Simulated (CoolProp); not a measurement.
n-perfluorobutane at 420.91 K and 0.266 MPa is throttled through a valve to 0.15 MPa with no heat exchange. Each further row changes one setting.

Computed with CoolProp (reference Helmholtz-energy equation of state, Gao 2022).

```
case                       temperature change (K)  final density (kg/m³)
-------------------------  ----------------------  ---------------------
as stated                                     [?]                   10.4
outlet pressure 0.045 MPa                    -1.3                    [?]
outlet pressure 0.195 MPa                     [?]                   13.6
```

Problem. What belongs in the gaps?

Solution. 
- as stated, temperature change (K): -0.7
- outlet pressure 0.045 MPa, final density (kg/m³): 3.08
- outlet pressure 0.195 MPa, temperature change (K): -0.4
